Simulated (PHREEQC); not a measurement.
**Copper plating or etch bath**

Dissolve 1.43 mmol/kgw CuSO4 and 1.3 mmol/kgw H3BO3 at 25 °C. Closed to the air; pH follows from the charge balance.

All values are PHREEQC results (ion-association model, wateq4f.dat), not measurements.

```
Property                  Value
--------------  ---------------
pH                         5.25
ionic strength  0.00501 mol/kgw
```

```json
[
 {"species": "H3BO3", "molality": "0.00130", "activity": "0.00130", "log γ": "0.001"},
 {"species": "SO4-2", "molality": "0.00125", "activity": "0.000930", "log γ": "-0.130"},
 {"species": "Cu+2", "molality": "0.00125", "activity": "0.000932", "log γ": "-0.127"},
 {"species": "CuSO4", "molality": "0.000177", "activity": "0.000177", "log γ": "0.001"},
 {"species": "H+", "molality": "5.97e-6", "activity": "5.57e-6", "log γ": "-0.030"},
 {"species": "CuOH+", "molality": "1.80e-6", "activity": "1.67e-6", "log γ": "-0.033"},
 {"species": "Cu2(OH)2+2", "molality": "1.66e-6", "activity": "1.22e-6", "log γ": "-0.132"},
 {"species": "Cu(OH)2", "molality": "6.26e-7", "activity": "6.26e-7", "log γ": "0.001"},
 {"species": "HSO4-", "molality": "5.43e-7", "activity": "5.04e-7", "log γ": "-0.033"},
 {"species": "H2BO3-", "molality": "1.45e-7", "activity": "1.34e-7", "log γ": "-0.034"},
 {"species": "OH-", "molality": "1.94e-9", "activity": "1.80e-9", "log γ": "-0.033"}
]
```

Precipitation was switched off in this run. Saturation is exceeded, for instance for Brochantite, Antlerite; the values hold only as long as no solid forms. Species that the database lacks are ignored.
